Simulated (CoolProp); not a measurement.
Properties of R1234ze(E) along the isotherm 420 K.

The numbers come from the reference Helmholtz-energy equation of state, Thol 2016 in CoolProp.

| p (kPa) | phase | Z | cv (kJ/(kg K)) |
|---|---|---|---|
| 1150 | gas | 0.9165 | 1.000 |
| 2310 | gas | 0.8248 | 1.023 |
| 3460 | gas | 0.7225 | 1.053 |
| 4620 | supercritical | 0.6029 | 1.092 |
| 5770 | supercritical | 0.4783 | 1.127 |
| 6920 | supercritical | 0.4118 | 1.121 |
| 8080 | supercritical | 0.4080 | 1.101 |
| 9230 | supercritical | 0.4263 | 1.087 |
| 10400 | supercritical | 0.4528 | 1.078 |
| 11500 | supercritical | 0.4807 | 1.071 |
| 12700 | supercritical | 0.5127 | 1.066 |
| 13800 | supercritical | 0.5429 | 1.063 |
| 15000 | supercritical | 0.5761 | 1.060 |
